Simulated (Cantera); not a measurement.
## Catalytic stagnation flow on Pt

A jet of 4.00 % CH4, 17.0 % O2, 79.0 % N2, equivalence ratio 0.47 at 300 K and 0.120 bar hits a platinum plate 2.4 cm away at a mass flux of 0.061 kg/m²/s; the plate temperature is set and raised in steps from an oxygen-covered start.

Computed with Cantera and Deutschmann's 1995 Pt surface mechanism with GRI-Mech 3.0 gas chemistry. Catalytic surfaces can have several steady states; this one follows from the mechanism file's or the stated starting coverage.

```
plate T (K)  wall x CH4  wall x O2  wall x H2O  wall x OH  wall x CO  wall x CO2  θ free Pt   θ O*     θ OH*
-----------  ----------  ---------  ----------  ---------  ---------  ----------  ---------  -----  --------
850              0.0353      0.160     0.00893      <1e-8    8.60e-6     0.00580      0.116  0.883  0.000878
900              0.0302      0.149      0.0184    2.58e-8    1.06e-5      0.0120      0.173  0.826   0.00119
950              0.0242      0.136      0.0296    8.54e-8    1.18e-5      0.0193      0.238  0.761   0.00138
1000             0.0187      0.125      0.0397    2.46e-7    1.23e-5      0.0260      0.307  0.692   0.00144
1050             0.0145      0.116      0.0475    6.11e-7    1.27e-5      0.0312      0.376  0.622   0.00140
1100             0.0114      0.109      0.0530    1.36e-6    1.31e-5      0.0349      0.445  0.554   0.00130
1150            0.00917      0.105      0.0570    2.78e-6    1.38e-5      0.0375      0.510  0.489   0.00118
1200            0.00759      0.101      0.0597    5.25e-6    1.48e-5      0.0392      0.571  0.428   0.00105
```
x: mole fraction at the wall; θ: surface coverage.
